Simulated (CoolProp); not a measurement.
Values from CoolProp's reference Helmholtz-energy equation of state, Lemmon 2009.

Question: For propane, give the phase and the cp (kJ/(kg K)), cv (kJ/(kg K)), fugacity coefficient at 338 K and 4250 kPa; 338 K and 14900 kPa.

Answer: 
- 338 K and 4250 kPa: liquid; cp 3.18, cv 1.84, fugacity coefficient 0.444
- 338 K and 14900 kPa: liquid; cp 2.73, cv 1.82, fugacity coefficient 0.183
